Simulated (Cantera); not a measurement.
An adiabatic, constant-volume homogeneous reactor starts with CH₃OH : O₂ : N₂ = 1 : 3.26 : 12.3 (molar parts), at 1250 K and 750 Torr.

Detailed kinetics in Cantera: GRI-Mech 3.0 (53 species, 325 reactions). GRI-Mech 3.0 was tuned for natural gas; its chemistry of methanol as a main component is partial and can be far from experiment.

Question: Predict: time of steepest temperature rise; temperature at 1.00 s; equilibrium temperature; x(O₂) at 1.00 s; x(H₂) at 1.00 s; x(H) at 1.00 s; x(HO₂) at 1.00 s.

Answer: 
```
Property                                                               Value
---------------------------------  -----------------------------------------
time of steepest temperature rise                                    5.06 ms
temperature at 1.00 s                                                 2419 K
equilibrium temperature                                               2419 K
x(O₂) at 1.00 s                        0.0952 (gas-phase equilibrium 0.0952)
x(H₂) at 1.00 s                      0.00102 (gas-phase equilibrium 0.00102)
x(H) at 1.00 s                     0.000396 (gas-phase equilibrium 0.000396)
x(HO₂) at 1.00 s                     7.99e-6 (gas-phase equilibrium 7.99e-6)
```
